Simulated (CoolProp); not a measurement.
Nitrous oxide at 362.38 K and 8.37 MPa is throttled through a valve to 4.74 MPa with no heat exchange. Each further row changes one setting.

Values from CoolProp's reference Helmholtz-energy equation of state, Lemmon 2006. It is a short technical equation, of lower accuracy than the large ones.

| case | temperature change (K) | final density (kg/m³) |
|---|---|---|
| as stated | … | 93.0 |
| outlet pressure 1.42 MPa | -58.5 | … |
| outlet pressure 6.16 MPa | … | … |

**Question.** Fill in the missing entries.

**Answer.** 
- as stated, temperature change (K): -27.0
- outlet pressure 1.42 MPa, final density (kg/m³): 26.8
- outlet pressure 6.16 MPa, temperature change (K): -15.6
- outlet pressure 6.16 MPa, final density (kg/m³): 122
